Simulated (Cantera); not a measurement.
Charge: 1 mol SiCl₄, 0.72 mol HCl, 690 mol H₂, held at 0.470 bar.

Equilibrium computed with Cantera from the NASA thermochemical tables; the gas is ideal and each condensed phase is pure. Candidate condensed phases: Si; 19 gas species. The tables' values for SiCl are old estimates; treat these amounts as uncertain. Gases not in the tables: Si₂H₆ and higher silanes. The numbers say what is thermodynamically allowed, not how fast it happens. All values below are at 2152 °C.

Base state: H₂ 0.966, H 0.0257, HCl 0.00654, Si 0.00103, SiH 0.000207, SiH₂ 0.000136, Cl 0.000124, SiCl 2.57e-5 (mole fractions); condensed: gas only.

**Question.** What changes in the equilibrium state with this change: SiCl₄ replaced by Si(CH₃)₄?

**Answer.** 
```tsv
species	before	after
H₂	0.966	0.969
H	0.0257	0.0257
C₂H₂ (acetylene)	0	0.00269
HCl	0.00654	0.000996
Si	0.00103	0.000923
SiC₂	0	6.80e-5
Si₂C	0	5.26e-5
CH₄	0	4.48e-5
CH₃	0	2.17e-5
SiCl₂	1.27e-5	2.62e-7
```
Further candidate phases: C, C₆H₆, C₇H₈, C₈H₁₈, SiC.
